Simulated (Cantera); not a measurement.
A closed system holds: 1 mol Cu₂O, 0.34 mol CH₄, 0.2 mol CO, at 345 Torr.

Equilibrium computed with Cantera from the NASA thermochemical tables; the gas is ideal and each condensed phase is pure. Candidate condensed phases: C, C₆H₆, C₇H₈, C₈H₁₈, Cu, CuO, Cu(OH)₂, Cu₂O, H₂O; 113 gas species. Equilibrium is a limit: real reactors are often held back by kinetics, nucleation or transport. All values below are at 1748 K.

Base state: H₂O 0.378, CO 0.279, H₂ 0.179, CO₂ 0.163, Cu 0.000633, H 0.000143, OH 1.75e-5 (mole fractions); condensed: Cu(l).

Task: What changes in the equilibrium state with this change: Cu₂O replaced by PbO?

Result: 
```csv
species,before,after
Pb,0,0.413
H₂O,0.378,0.220
CO,0.279,0.164
CO₂,0.163,0.0948
H₂,0.179,0.106
Cu,0.000633,0
PbO,0,0.00134
Pb₂,0,0.000661
OH,1.75e-5,1.33e-5
H,0.000143,0.000110
"Cu(l), mol",2.00,0
"Pb(l), mol",0,0.134
```
Gases not in the tables: (PbO)n polymers. Further candidate phases: Pb, PbO, PbO₂, Pb₃O₄.
